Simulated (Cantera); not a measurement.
What does this Cantera script print?

```python
import numpy as np
import cantera as ct

surf = ct.Interface("ptcombust.yaml", "Pt_surf")
gas = surf.adjacent["gas"]
gas.TPX = 473, 31000, {'H2': 0.0023, 'O2': 0.017, 'N2': 0.79, 'H2O': 0.045}
surf.TP = 473, 31000
reactor = ct.FlowReactor(gas, clone=False)
reactor.area = 0.0001  # m2
reactor.surface_area_to_volume_ratio = 5600  # 1/m
reactor.mass_flow_rate = 2.1 * reactor.area * gas.density  # inlet velocity 2.1 m/s
reactor.energy_enabled = False
wall = ct.ReactorSurface(surf, reactor, clone=False)
net = ct.ReactorNet([reactor])
net.rtol, net.atol = 1e-8, 1e-16
show, cover = ['H2', 'O2', 'H2O'], ['PT(S)', 'H(S)', 'O(S)', 'OH(S)', 'CO(S)', 'C(S)']

rows = []
print(f"{'z/m':>9s}{'u/(m/s)':>9s}" + "".join(f"{s:>13s}" for s in show + cover))
for z in [0.00062, 0.0013, 0.0029, 0.0062, 0.013, 0.029, 0.062]:
    net.advance(z)
    rows.append([reactor.speed, *gas[show].X, *surf[cover].coverages])
    print(f"{z:9.4g}{rows[-1][0]:9.3g}" + "".join(f"{x:13.4e}" for x in rows[-1][1:]))
```

Result:

```
      z/m  u/(m/s)           H2           O2          H2O        PT(S)         H(S)         O(S)        OH(S)        CO(S)         C(S)
  0.00062      2.1   2.7662e-04   1.8714e-02   5.5157e-02   2.0900e-02   2.2102e-10   9.4498e-01   3.3987e-02  -7.0209e-24  -1.8101e-28
   0.0013      2.1   1.3846e-04   1.8646e-02   5.5299e-02   1.0500e-02   5.9689e-11   9.6507e-01   2.4365e-02   5.8660e-25   2.4569e-30
   0.0029      2.1   6.3562e-05   1.8609e-02   5.5376e-02   4.8297e-03   1.4187e-11   9.7849e-01   1.6647e-02   1.2586e-27   1.0883e-31
   0.0062      2.1   3.0019e-05   1.8593e-02   5.5411e-02   2.2837e-03   3.6887e-12   9.8621e-01   1.1494e-02   4.7432e-27  -1.0777e-31
    0.013      2.1   1.4371e-05   1.8585e-02   5.5427e-02   1.0952e-03   1.0199e-12   9.9092e-01   7.9797e-03   8.3426e-28  -1.0108e-32
    0.029      2.1   6.4393e-06   1.8581e-02   5.5435e-02   4.9439e-04   2.6332e-13   9.9413e-01   5.3704e-03  -3.7184e-26  -2.4258e-31
    0.062      2.1   2.9818e-06   1.8580e-02   5.5439e-02   2.3643e-04   7.7066e-14   9.9604e-01   3.7175e-03  -1.2977e-27  -1.9185e-33
```

Model: Deutschmann's 1995 Pt surface mechanism with GRI-Mech 3.0 gas chemistry, integrated in Cantera. Catalytic surfaces can have several steady states; this one follows from the mechanism file's or the stated starting coverage. Mass transfer to the wall is taken as infinitely fast.
